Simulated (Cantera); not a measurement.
What does this Cantera script print?

```python
import numpy as np
import cantera as ct

gas_names = """
    HCL H
""".split()
cond_names = """
    Li(cr) Li(L) LiCL(s) LiCL(L)
""".split()


def load(file, names, dense=False):
    # The tables refer to 1 bar. Condensed volumes are neglected.
    table = {s.name: s for s in ct.Species.list_from_file(file)}
    out = []
    for n in names:
        d = dict(table[n].input_data)
        d["thermo"] = dict(d["thermo"], **{"reference-pressure": 1e5})
        if dense:
            d["equation-of-state"] = {"model": "constant-volume", "density": "1e6 g/cm^3"}
        out.append(ct.Species.from_dict(d))
    return out


species = {s.name: s for s in load("nasa_gas.yaml", gas_names) + load("nasa_condensed.yaml", cond_names)}
# Each term lists the table entries of one substance; the one whose range holds T is used.
reactions = {
    'HCl(g) + Li = H(g) + LiCl':
        [(-1, ['HCL']), (-1, ['Li(cr)', 'Li(L)']), (1, ['H']), (1, ['LiCL(s)', 'LiCL(L)'])],
}


def pick(names, T):
    return next(species[n] for n in names if species[n].thermo.min_temp <= T <= species[n].thermo.max_temp)


results = []
for label, terms in reactions.items():
    print(label)
    print("     T/K   dH/kJ  dS/(J/K)   dG/kJ   log10 K")
    for T in [673, 823, 973, 1123, 1273, 1423, 1573, 1723, 1873]:
        used = [(nu, pick(names, T)) for nu, names in terms]
        dH = sum(nu * s.thermo.h(T) for nu, s in used) / 1e6
        dS = sum(nu * s.thermo.s(T) for nu, s in used) / 1e3
        dG = dH - T * dS / 1e3
        logK = -dG * 1e6 / (ct.gas_constant * T * np.log(10))
        results.append((label, T, dH, dS, dG, logK, [s.name for _, s in used]))
        print(f"{T:8g} {dH:8.1f} {dS:8.1f} {dG:8.1f} {logK:8.2f}")
```

It prints:

```
HCl(g) + Li = H(g) + LiCl
     T/K   dH/kJ  dS/(J/K)   dG/kJ   log10 K
     673    -95.0    -36.0    -70.8     5.50
     823    -92.0    -31.9    -65.8     4.17
     973    -68.6     -5.4    -63.3     3.40
    1123    -65.0     -2.0    -62.7     2.92
    1273    -61.8      0.6    -62.7     2.57
    1423    -59.0      2.8    -62.9     2.31
    1573    -56.5      4.4    -63.5     2.11
    1723    -54.4      5.7    -64.2     1.95
    1873    -52.6      6.7    -65.2     1.82
```

Cantera with NASA thermochemical tables; ideal gases at 1 bar, condensed phases pure. Condensed species are held in their standard states even where they would react or evaporate.
